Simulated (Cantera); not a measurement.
Standard-state values (1 bar) from the NASA 1993 polynomials, evaluated with Cantera. Values are per mole of reaction as written; species without (g) are pure solids or liquids, kept so even where they would boil at 1 bar.

a) 4 Li + O2(g) ⇌ 2 Li2O
b) 4 Al + O2(g) ⇌ 2 Al2O(g)
c) Zr + O2(g) ⇌ ZrO2(g)
d) Nb + O2(g) ⇌ NbO2(g)
e) 1.143 Ti + O2(g) ⇌ 0.2857 Ti4O7

Task: Order these by ΔG° at 1700 K, most negative first.

Result: a (-744 kJ), e (-675 kJ), b (-526 kJ), c (-324 kJ), d (-242 kJ)
